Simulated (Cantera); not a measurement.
An isothermal, constant-pressure homogeneous reactor starts with N2O : H2 : N2 : H2O = 1 : 0.024 : 8 : 0.082 (molar parts), at 1375 K and 0.642 atm.

Model: GRI-Mech 3.0 (53 species, 325 reactions), integrated in Cantera. GRI-Mech 3.0 was tuned for natural gas; its chemistry of N2O as a main component is partial and can be far from experiment. The mechanism lacks the step 2 NO + O2 → 2 NO2, which can matter for NO2 below about 1400 K. The temperature is held fixed by assumption; the heat of reaction is taken as removed at once.

Question: Predict: x(N2O) at 20.0 s; x(H2) at 20.0 s; x(O2) at 20.0 s; x(H2O) at 20.0 s.

Answer: 
```
Property                                           Result
----------------  ---------------------------------------
x(N2O) at 20.0 s  6.11e-8 (gas-phase equilibrium 1.91e-8)
x(H2) at 20.0 s   2.00e-8 (gas-phase equilibrium 1.87e-8)
x(O2) at 20.0 s     0.0446 (gas-phase equilibrium 0.0507)
x(H2O) at 20.0 s    0.0110 (gas-phase equilibrium 0.0110)
```
